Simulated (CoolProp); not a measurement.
A closed Brayton cycle with carbon dioxide: compressor inlet 327.15 K and 9.6 MPa, high pressure 25.9 MPa, turbine inlet 995 K, compressor efficiency 0.89, turbine efficiency 0.9, recuperator effectiveness 0.8 (on enthalpy, no pinch check). Each further row changes one setting.

Computed with CoolProp (reference Helmholtz-energy equation of state, Span 1996).

```json
[
 {"case": "as stated", "thermal efficiency (%)": "32.5", "net work (kJ/kg)": "116", "compressor to turbine work": "0.28", "compressor exit (K)": "400.5", "turbine exit (K)": "860.7"},
 {"case": "turbine inlet 945 K", "thermal efficiency (%)": "31.8", "net work (kJ/kg)": "[?]", "compressor to turbine work": "0.29", "compressor exit (K)": "400.5", "turbine exit (K)": "815.2"},
 {"case": "compressor inlet 337.15 K", "thermal efficiency (%)": "[?]", "net work (kJ/kg)": "108", "compressor to turbine work": "[?]", "compressor exit (K)": "420.0", "turbine exit (K)": "860.7"},
 {"case": "high pressure 22 MPa", "thermal efficiency (%)": "30.0", "net work (kJ/kg)": "99.7", "compressor to turbine work": "0.26", "compressor exit (K)": "388.3", "turbine exit (K)": "882.1"},
 {"case": "recuperator effectiveness 0.5", "thermal efficiency (%)": "[?]", "net work (kJ/kg)": "116", "compressor to turbine work": "0.28", "compressor exit (K)": "400.5", "turbine exit (K)": "860.7"}
]
```

Problem. Fill in the missing entries.

Solution. 
- turbine inlet 945 K, net work (kJ/kg): 107
- compressor inlet 337.15 K, thermal efficiency (%): 31.9
- compressor inlet 337.15 K, compressor to turbine work: 0.32
- recuperator effectiveness 0.5, thermal efficiency (%): 22.3
